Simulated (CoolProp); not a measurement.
Vapour-liquid equilibrium of benzene (1) + m-xylene (2) at 3.53 bar; x and y are mole fractions of (1).

Computed with CoolProp (multi-fluid Helmholtz-energy mixture model, Thol 2012 and Zhou 2012; pair parameters Bell 2016).

| x | bubble temperature (K) | y at the bubble point | dew temperature at overall composition x (K) | liquid density (mol/L) |
|---|---|---|---|---|
| 0.05 | 460.0 | ? | 463.8 | 6.721 |
| 0.2 | 445.3 | 0.459 | 457.7 | 7.147 |
| 0.35 | 433.3 | 0.658 | 450.8 | 7.577 |
| 0.5 | ? | 0.789 | 443.0 | ? |
| 0.65 | ? | 0.879 | 433.9 | 8.490 |
| 0.8 | 408.1 | 0.942 | 422.5 | 8.989 |
| 0.95 | ? | 0.988 | 407.1 | 9.524 |

Task: Fill in the missing entries.

Result: 
- 0.05, y at the bubble point: 0.144
- 0.5, bubble temperature (K): 423.5
- 0.5, liquid density (mol/L): 8.022
- 0.65, bubble temperature (K): 415.2
- 0.95, bubble temperature (K): 401.9

No azeotrope shows between x = 0.05 and 0.95.

Pair parameters are fitted to limited data, so mixtures are less certain than the pure fluids.
